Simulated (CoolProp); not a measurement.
A simple Rankine cycle with R365MFC: condensing at 324.15 K, boiler at 2.01 MPa, turbine inlet 434.4 K, turbine efficiency 0.75, pump efficiency 0.7, no recuperator. Each further row changes one setting.

The numbers come from the reference Helmholtz-energy equation of state, Lemmon 2016 in CoolProp.

```tsv
case	thermal efficiency (%)	net work (kJ/kg)	heat in (kJ/kg)	turbine exit temperature (K)	volume ratio over the turbine
as stated	?	?	275	376.0	?
turbine inlet 454.4 K	12.6	38.7	308	401.2	?
condensing temperature 316.15 K	13.6	?	287	371.9	23.8
boiler pressure 1.41 MPa	11.4	33.3	291	?	10.8
turbine efficiency 0.65	10.9	30.0	275	?	18.4
```

Question: Some entries are withheld; supply them.

Answer: 
- as stated, thermal efficiency (%): 12.7
- as stated, net work (kJ/kg): 35.0
- as stated, volume ratio over the turbine: 18.2
- turbine inlet 454.4 K, volume ratio over the turbine: 16.3
- condensing temperature 316.15 K, net work (kJ/kg): 39.0
- boiler pressure 1.41 MPa, turbine exit temperature (K): 390.8
- turbine efficiency 0.65, turbine exit temperature (K): 380.3
